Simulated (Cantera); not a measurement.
Adiabatic ignition

An adiabatic, constant-pressure homogeneous reactor starts with 2.42 % C3H8, 20.5 % O2, 77.1 % N2, equivalence ratio 0.59, at 1275 K and 2100000 Pa.

Cantera simulation using GRI-Mech 3.0 (53 species, 325 reactions); the numbers are that mechanism's predictions, not measurements. GRI-Mech 3.0 was tuned for natural gas; its chemistry of propane as a main component is partial and can be far from experiment. The pressure lies above the range GRI-Mech 3.0 was tuned for (to about 10 atm).

```tsv
t (s)	T (K)	x C3H8	x O2	x CH3	x CH2	x C2H4
2.00e-6	1275	0.0242	0.205	3.17e-6	<1e-12	3.36e-6
5.70e-6	1275	0.0242	0.205	9.98e-6	3.20e-12	1.39e-5
1.62e-5	1275	0.0241	0.205	2.96e-5	3.62e-11	8.63e-5
4.62e-5	1275	0.0237	0.204	3.88e-5	6.79e-11	0.000437
0.000132	1278	0.0223	0.203	4.84e-5	1.74e-10	0.00187
0.000375	2479	<1e-12	0.0809	<1e-12	<1e-12	<1e-12
0.00107	2474	<1e-12	0.0798	<1e-12	<1e-12	<1e-12
0.00304	2466	<1e-12	0.0777	<1e-12	<1e-12	<1e-12
0.00866	2457	<1e-12	0.0755	<1e-12	<1e-12	<1e-12
0.0247	2455	<1e-12	0.0750	<1e-12	<1e-12	<1e-12
0.0702	2455	<1e-12	0.0750	<1e-12	<1e-12	<1e-12
0.200	2455	<1e-12	0.0750	<1e-12	<1e-12	<1e-12
```
x: mole fraction; the columns are a selection and need not sum to one.

```json
{
  "time_of_steepest_temperature_rise": "0.264 ms",
  "temperature at 0.200 s": "2455 K",
  "equilibrium_temperature": "2455 K",
  "x(C3H8) at 0.200 s": "<1e-12 (gas-phase equilibrium <1e-12)",
  "x(O2) at 0.200 s": "0.0750 (gas-phase equilibrium 0.0750)",
  "x(CH3) at 0.200 s": "<1e-12 (gas-phase equilibrium <1e-12)"
}
```
